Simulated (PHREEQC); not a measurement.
A PHREEQC input (ion-association model, wateq4f.dat):

```
SOLUTION 1
  temp 60
  units mg/kgw
  pH 6.16 charge
  pe 11.8
  Na 9.67
  K 0.769
  Ca 4.64
  Mg 0.887
  Cl 4.87
  S(6) 4 as SO4
  Alkalinity 31.7 as HCO3
  Si 0.67 as SiO2
  Cd 0.0102
  O(0) 0.00425
  Br 0.467
END
USE solution 1
EQUILIBRIUM_PHASES 1
  Chalcedony 0 0
  CO2(g) -2 10
END
```

It stops with these messages:

```
ERROR: pH adustment cannot attain charge balance when alkalinity is fixed.
ERROR: Program terminating due to input errors.
```

The fault: pH asked from the charge balance while alkalinity is fixed. The line should read `pH 6.16` where the input has `pH 6.16 charge`. With the mend the run ends at pH 6.77 and ionic strength 0.000931 mol/kgw.
